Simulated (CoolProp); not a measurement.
Vapour-liquid equilibrium of propane (1) + neopentane (2) at 330.9 K; x and y are mole fractions of (1).

The numbers come from the multi-fluid Helmholtz-energy mixture model, Lemmon 2009 and Lemmon 2006; pair parameters Bell 2016 in CoolProp.

```
x     bubble pressure (kPa)  y at the bubble point  dew pressure at overall composition x (kPa)  liquid density (mol/L)
----  ---------------------  ---------------------  -------------------------------------------  ----------------------
0.05                  473.4                  0.115                                        451.1                   7.685
0.15                  552.0                  0.305                                        486.1                   7.939
0.25                  639.4                  0.459                                        526.7                   8.204
0.35             (withheld)                  0.590                                        574.9                   8.478
0.45             (withheld)                  0.701                                        633.4              (withheld)
0.55                   1016                  0.792                                        706.9                   9.035
0.65             (withheld)                  0.864                                   (withheld)                   9.303
0.75                   1405                  0.920                                        939.3                   9.545
0.85                   1640                  0.960                                         1153                   9.739
0.95                   1892                  0.989                                         1572                   9.835
```

Problem. Fill in the missing entries.

Solution. 
- 0.35, bubble pressure (kPa): 742.0
- 0.45, bubble pressure (kPa): 865.7
- 0.45, liquid density (mol/L): 8.757
- 0.65, bubble pressure (kPa): 1195
- 0.65, dew pressure at overall composition x (kPa): 803.4

No azeotrope shows between x = 0.05 and 0.95.

Pair parameters are fitted to limited data, so mixtures are less certain than the pure fluids.
